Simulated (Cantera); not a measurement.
Input (Python, Cantera) and output of one run.

```python
import numpy as np
import cantera as ct

gas_names = """
    CL CLO CL2 N NO NO2 NO3 N2 N2O O O2 O3 Si SiCL SiCL2 SiCL3 SiCL4 SiN SiO SiO2 Si2 Si2N Si3
""".split()
cond_names = """
    Si(cr) Si(L) SiO2(Lqz) SiO2(hqz) SiO2(L) Si2N2O(s) Si3N4(a)
""".split()


def load(file, names, dense=False):
    # The tables refer to 1 bar. Condensed volumes are neglected.
    table = {s.name: s for s in ct.Species.list_from_file(file)}
    out = []
    for n in names:
        d = dict(table[n].input_data)
        d["thermo"] = dict(d["thermo"], **{"reference-pressure": 1e5})
        if dense:
            d["equation-of-state"] = {"model": "constant-volume", "density": "1e6 g/cm^3"}
        out.append(ct.Species.from_dict(d))
    return out


gas = ct.Solution(thermo="ideal-gas", species=load("nasa_gas.yaml", gas_names))
cond = {s.name: ct.Solution(thermo="fixed-stoichiometry", species=[s], name=s.name)
        for s in load("nasa_condensed.yaml", cond_names, dense=True)}
atoms = {
    'SiCl4': {'Si': 1, 'CL': 4},
    'O3': {'O': 3},
    'N2O': {'N': 2, 'O': 1},
}
top_T = {'Si2N2O(s)': 2100, 'Si3N4(a)': 2400}  # K; cautious upper limits of use, not melting points


def equilibrate(T, P, feed):
    n = {}
    for name, mol in feed.items():
        for a, k in atoms[name].items():
            n[a] = n.get(a, 0.0) + k * mol
    gas.TPX = T, P, n
    mass = sum(n.values()) * gas.mean_molecular_weight
    gas.equilibrate("TP")
    valid = [c for c in cond.values() if c.min_temp <= T <= top_T.get(c.name, c.max_temp)]
    mix = ct.Mixture([(gas, mass / gas.mean_molecular_weight)] + [(c, 0.0) for c in valid])
    mix.T, mix.P = T, P
    mix.equilibrate("TP", solver="vcs", rtol=1e-11, max_steps=5000)
    return mix


results = []
feed = {'SiCl4': 1, 'O3': 6.6, 'N2O': 0.98}  # mol
P = 1333.22  # Pa
for T in [1675, 1700, 1725, 1750, 1775, 1800, 1825, 1850, 1875, 1900, 1925, 1950]:
    mix = equilibrate(T, P, feed)
    results.append((T, P, feed, dict(zip(mix.species_names, mix.species_moles))))
    x = sorted(zip(gas.X, gas.species_names), reverse=True)
    print(f"T = {T:g} K  P = {P:g} Pa  gas = {mix.phase_moles(0):.4g} mol")
    print("   x: " + "  ".join(f"{s} {v:.3e}" for v, s in x if v > 1e-05))
    print("   condensed (mol): " + ("  ".join(f"{mix.phase(i).name} {mix.phase_moles(i):.4g}"
          for i in range(1, mix.n_phases) if mix.phase_moles(i) > 1e-12) or "none"))
```

Result:

```
T = 1675 K  P = 1333.22 Pa  gas = 14.01 mol
   x: O2 6.693e-01  CL 2.336e-01  N2 6.926e-02  CL2 2.575e-02  NO 1.394e-03  CLO 4.436e-04  O 2.420e-04
   condensed (mol): SiO2(hqz) 1
T = 1700 K  P = 1333.22 Pa  gas = 14.07 mol
   x: O2 6.661e-01  CL 2.416e-01  N2 6.888e-02  CL2 2.109e-02  NO 1.527e-03  CLO 4.462e-04  O 3.160e-04
   condensed (mol): SiO2(L) 1
T = 1725 K  P = 1333.22 Pa  gas = 14.13 mol
   x: O2 6.634e-01  CL 2.483e-01  N2 6.854e-02  CL2 1.719e-02  NO 1.670e-03  CLO 4.464e-04  O 4.094e-04
   condensed (mol): SiO2(L) 1
T = 1750 K  P = 1333.22 Pa  gas = 14.17 mol
   x: O2 6.611e-01  CL 2.539e-01  N2 6.824e-02  CL2 1.396e-02  NO 1.822e-03  O 5.268e-04  CLO 4.446e-04
   condensed (mol): SiO2(L) 1
T = 1775 K  P = 1333.22 Pa  gas = 14.21 mol
   x: O2 6.592e-01  CL 2.584e-01  N2 6.797e-02  CL2 1.132e-02  NO 1.984e-03  O 6.732e-04  CLO 4.413e-04
   condensed (mol): SiO2(L) 1
T = 1800 K  P = 1333.22 Pa  gas = 14.24 mol
   x: O2 6.576e-01  CL 2.621e-01  N2 6.773e-02  CL2 9.173e-03  NO 2.156e-03  O 8.546e-04  CLO 4.369e-04
   condensed (mol): SiO2(L) 1
T = 1825 K  P = 1333.22 Pa  gas = 14.27 mol
   x: O2 6.562e-01  CL 2.650e-01  N2 6.751e-02  CL2 7.439e-03  NO 2.338e-03  O 1.078e-03  CLO 4.315e-04
   condensed (mol): SiO2(L) 1
T = 1850 K  P = 1333.22 Pa  gas = 14.29 mol
   x: O2 6.549e-01  CL 2.674e-01  N2 6.731e-02  CL2 6.042e-03  NO 2.531e-03  O 1.352e-03  CLO 4.255e-04
   condensed (mol): SiO2(L) 1
T = 1875 K  P = 1333.22 Pa  gas = 14.31 mol
   x: O2 6.538e-01  CL 2.693e-01  N2 6.712e-02  CL2 4.918e-03  NO 2.733e-03  O 1.685e-03  CLO 4.191e-04
   condensed (mol): SiO2(L) 1
T = 1900 K  P = 1333.22 Pa  gas = 14.32 mol
   x: O2 6.528e-01  CL 2.708e-01  N2 6.694e-02  CL2 4.014e-03  NO 2.946e-03  O 2.088e-03  CLO 4.125e-04
   condensed (mol): SiO2(L) 0.9999
T = 1925 K  P = 1333.22 Pa  gas = 14.34 mol
   x: O2 6.518e-01  CL 2.720e-01  N2 6.676e-02  CL2 3.286e-03  NO 3.170e-03  O 2.573e-03  CLO 4.056e-04
   condensed (mol): SiO2(L) 0.9999
T = 1950 K  P = 1333.22 Pa  gas = 14.35 mol
   x: O2 6.508e-01  CL 2.729e-01  N2 6.658e-02  NO 3.404e-03  O 3.154e-03  CL2 2.700e-03  CLO 3.987e-04
   condensed (mol): SiO2(L) 0.9998
```

Equilibrium computed with Cantera from the NASA thermochemical tables; the gas is ideal and each condensed phase is pure. The tables hold silica as quartz up to 1696 K and as liquid above; real silica turns to tridymite and cristobalite and melts near 1996 K.
